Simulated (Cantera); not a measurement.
What does this Cantera script print?

```python
import numpy as np
import cantera as ct

gas = ct.Solution("h2o2.yaml")
gas.TPX = 1300, 100000, {'H2': 0.13, 'O2': 1, 'N2': 2}
reactor = ct.IdealGasConstPressureReactor(gas, energy="off", clone=False)
net = ct.ReactorNet([reactor])
net.rtol, net.atol = 1e-08, 1e-18
show = ['H2', 'O2', 'HO2', 'O', 'OH', 'H', 'H2O2']
times = np.geomspace(2e-05, 10, 15)

steps = ct.SolutionArray(gas, extra=["t"])
rows = []
print(f"{'t/s':>10s}{'T/K':>9s}{'P/Pa':>11s}" + "".join(f"{s:>11s}" for s in show))
for t in times:
    while net.time < t:
        t_next = net.step()
        steps.append(gas.state, t=t_next)
    rows.append([np.interp(t, steps.t, y) for y in (steps.T, steps.P, *steps(*show).X.T)])
    print(f"{t:10.3e}{rows[-1][0]:9.1f}{rows[-1][1]:11.4g}" + "".join(f"{x:11.3e}" for x in rows[-1][2:]))
rate = np.gradient(steps.T, steps.t)
print("integrator steps:", len(steps.t))
if steps.T.max() > steps.T[0] + 200:
    print(f"time of steepest temperature rise: {steps.t[rate.argmax()]:.4e} s")
gas.TPX = 1300, 100000, {'H2': 0.13, 'O2': 1, 'N2': 2}
gas.equilibrate("TP")
print(f"equilibrium (TP): T = {gas.T:.1f} K  " + "  ".join(f"{s} {gas[s].X[0]:.3e}" for s in show))
```

Result:

```
       t/s      T/K       P/Pa         H2         O2        HO2          O         OH          H       H2O2
 2.000e-05   1300.0      1e+05  4.149e-02  3.195e-01  2.930e-06  1.433e-05  1.019e-05  1.190e-05  4.984e-09
 5.106e-05   1300.0      1e+05  3.869e-03  2.993e-01  8.392e-05  9.124e-03  3.552e-03  3.986e-03  5.318e-06
 1.304e-04   1300.0      1e+05  2.280e-04  3.040e-01  3.226e-05  1.327e-03  8.578e-04  1.255e-04  1.736e-06
 3.328e-04   1300.0      1e+05  3.220e-05  3.048e-01  8.642e-06  1.833e-04  3.161e-04  6.358e-06  6.039e-07
 8.498e-04   1300.0      1e+05  4.963e-06  3.050e-01  2.047e-06  3.266e-05  1.375e-04  4.886e-07  1.969e-07
 2.170e-03   1300.0      1e+05  8.339e-07  3.050e-01  5.342e-07  7.704e-06  6.746e-05  5.593e-08  6.546e-08
 5.539e-03   1300.0      1e+05  1.816e-07  3.050e-01  1.642e-07  2.239e-06  3.632e-05  8.716e-09  2.289e-08
 1.414e-02   1300.0      1e+05  5.256e-08  3.050e-01  6.278e-08  7.470e-07  2.091e-05  1.682e-09  8.473e-09
 3.611e-02   1300.0      1e+05  1.857e-08  3.051e-01  3.554e-08  2.806e-07  1.278e-05  3.939e-10  3.399e-09
 9.218e-02   1300.0      1e+05  8.786e-09  3.051e-01  3.156e-08  1.325e-07  8.754e-06  1.354e-10  1.688e-09
 2.354e-01   1300.0      1e+05  6.800e-09  3.051e-01  3.221e-08  9.990e-08  7.589e-06  9.307e-11  1.303e-09
 6.009e-01   1300.0      1e+05  6.709e-09  3.051e-01  3.227e-08  9.834e-08  7.529e-06  9.122e-11  1.285e-09
 1.534e+00   1300.0      1e+05  6.709e-09  3.051e-01  3.227e-08  9.834e-08  7.529e-06  9.122e-11  1.285e-09
 3.917e+00   1300.0      1e+05  6.709e-09  3.051e-01  3.227e-08  9.834e-08  7.529e-06  9.122e-11  1.285e-09
 1.000e+01   1300.0      1e+05  6.709e-09  3.051e-01  3.227e-08  9.834e-08  7.529e-06  9.122e-11  1.285e-09
integrator steps: 1458
equilibrium (TP): T = 1300.0 K  H2 6.709e-09  O2 3.051e-01  HO2 3.227e-08  O 9.834e-08  OH 7.529e-06  H 9.122e-11  H2O2 1.285e-09
```

Cantera simulation using the H2/O2 subset of GRI-Mech 3.0, which has no nitrogen chemistry; the numbers are that mechanism's predictions, not measurements. The temperature is held fixed by assumption; the heat of reaction is taken as removed at once.
